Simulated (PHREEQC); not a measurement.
Make-up at 20 °C: 0.0019 mol HNO3, 6e-05 mol ZnSO4 and 6.6e-05 mol MnSO4 per kg of water. Closed to the air; pH follows from the charge balance.

Computed with PHREEQC (ion-association model, wateq4f.dat).

```csv
quantity,before,after
pH,2.75,2.57
ionic strength (mol/kgw),0.00237,0.00331
SO4-2 (mol/kgw),0.000110,0.000104
HSO4- (mol/kgw),1.47e-5,2.03e-5
MnSO4 (mol/kgw),7.60e-7,6.75e-7
```

Problem. What was changed between the two runs?
A. diluted 5-fold with water
B. HNO3 from 0.0019 to 0.00285 mol/kgw
C. ZnSO4 replaced by NiSO4 at the same molality
D. 0.00045 mol/kgw NaHSO4 added
E. temperature from 20 to 65 °C

Solution. B, HNO3 from 0.0019 to 0.00285 mol/kgw

Precipitation was switched off in this run.
